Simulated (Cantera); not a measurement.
An adiabatic, constant-pressure homogeneous reactor starts with CO : H₂ : CH₄ : O₂ : N₂ = 1 : 0.055 : 0.044 : 1.43 : 5.38 (molar parts), at 1250 K and 2300000 Pa.

Cantera simulation using GRI-Mech 3.0 (53 species, 325 reactions); the numbers are that mechanism's predictions, not measurements. The pressure lies above the range GRI-Mech 3.0 was tuned for (to about 10 atm).

One state of this run: T (K) = 2343; x CO = 0.00138; x H₂ = 3.19e-5; x CH₄ = <1e-12; x NO = 0.0116; x CO₂ = 0.140; x H₂O₂ = 1.42e-7; x HCO = 8.22e-11. x: mole fraction; the columns are a selection and need not sum to one.

Task: Which value of t (s) does it belong to?
A. 3.61
B. 1.00e-5
C. 6.22e-5
D. 0.000155

Result: A, 3.61
